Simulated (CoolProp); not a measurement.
Saturated liquid density (kg/m³) of CH2F2 (R32): the reference equation beside estimates from Tc = 351.3 K, pc = 5783 kPa, ω = 0.277. Rackett uses Z = 0.29056 − 0.08775 ω.

Computed with CoolProp (reference Helmholtz-energy equation of state, Tillner-Roth 1997).

```json
[
 {"T (K)": "278.5", "reference": "1037", "Rackett": "899.6", "van der Waals": "535.4", "Redlich-Kwong": "758.3", "Soave-Redlich-Kwong": "798.7", "Peng-Robinson": "906.4"},
 {"T (K)": "286.9", "reference": "1006", "Rackett": "873.9", "van der Waals": "519.9", "Redlich-Kwong": "730.3", "Soave-Redlich-Kwong": "770.5", "Peng-Robinson": "874.6"},
 {"T (K)": "295.2", "reference": "973.1", "Rackett": "846.7", "van der Waals": "503.4", "Redlich-Kwong": "700.7", "Soave-Redlich-Kwong": "740.2", "Peng-Robinson": "840.2"},
 {"T (K)": "303.6", "reference": "937.6", "Rackett": "817.2", "van der Waals": "485.4", "Redlich-Kwong": "668.3", "Soave-Redlich-Kwong": "706.5", "Peng-Robinson": "801.7"},
 {"T (K)": "311.9", "reference": "899.2", "Rackett": "785.3", "van der Waals": "466.0", "Redlich-Kwong": "633.4", "Soave-Redlich-Kwong": "669.6", "Peng-Robinson": "759.1"},
 {"T (K)": "320.3", "reference": "855.5", "Rackett": "749.3", "van der Waals": "444.0", "Redlich-Kwong": "594.2", "Soave-Redlich-Kwong": "627.6", "Peng-Robinson": "710.3"},
 {"T (K)": "328.6", "reference": "805.4", "Rackett": "708.2", "van der Waals": "419.1", "Redlich-Kwong": "550.2", "Soave-Redlich-Kwong": "579.6", "Peng-Robinson": "654.2"},
 {"T (K)": "337", "reference": "742.4", "Rackett": "657.1", "van der Waals": "388.7", "Redlich-Kwong": "497.2", "Soave-Redlich-Kwong": "521.0", "Peng-Robinson": "585.0"}
]
```

Absolute difference from the reference over all 8 rows, mean and median: Rackett 12.6 and 12.8 %, van der Waals 48.1 and 48.2 %, Redlich-Kwong 29.5 and 29.1 %, Soave-Redlich-Kwong 25.6 and 25.1 %, Peng-Robinson 15.8 and 15.0 %.
